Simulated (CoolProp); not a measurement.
Vapour-liquid equilibrium of dimethyl carbonate (1) + n-heptane (2) at 0.11 MPa; x and y are mole fractions of (1).

The numbers come from the multi-fluid Helmholtz-energy mixture model, Zhou 2011 and Span 2003; pair parameters Bell 2016 in CoolProp.

```tsv
x	bubble temperature, mixture model (K)	bubble temperature, Raoult's law (K)	y, mixture model	y, Raoult's law
0.05	369.6	373.8	0.166	0.064
0.125	364.7	373.1	0.323	0.156
0.2	361.8	372.4	0.417	0.244
0.275	360.0	371.7	0.479	0.329
0.35	358.9	371.0	0.521	0.410
0.425	358.3	370.4	0.552	0.488
0.5	357.9	369.7	0.576	0.563
0.575	357.8	369.1	0.598	0.636
0.65	357.8	368.5	0.619	0.705
0.725	358.0	367.9	0.646	0.773
0.8	358.6	367.3	0.684	0.837
0.875	359.8	366.8	0.747	0.900
0.95	362.5	366.2	0.862	0.961
```

The largest gap from Raoult's law is -12.1 K in bubble temperature, at x = 0.35. y crosses x between x = 0.575 and 0.65: the model has an azeotrope there.

The pair parameters rest on a limited set of measurements; away from them the model extrapolates.
